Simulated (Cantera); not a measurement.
Charge: 1 mol MgO, 2.2 mol CO, 14 mol H2, equilibrated at 20.0 Pa.

Method: chemical equilibrium by Gibbs-energy minimisation in Cantera with the NASA 1993 tables (ideal gas, pure condensed phases). Candidate condensed phases: C, C6H6, C7H8, C8H18, H2O, Mg, MgCO3, MgO, Mg(OH)2; 116 gas species. Kinetics and transport are ignored.

**Question.** At 1227 °C, list the 6 most abundant gas species with their mole fractions, and the condensed phases.

**Answer.** H2 0.859, CO 0.135, Mg 0.00214, H2O 0.00202, H 0.00115, CO2 0.000123. Condensed: MgO(s).
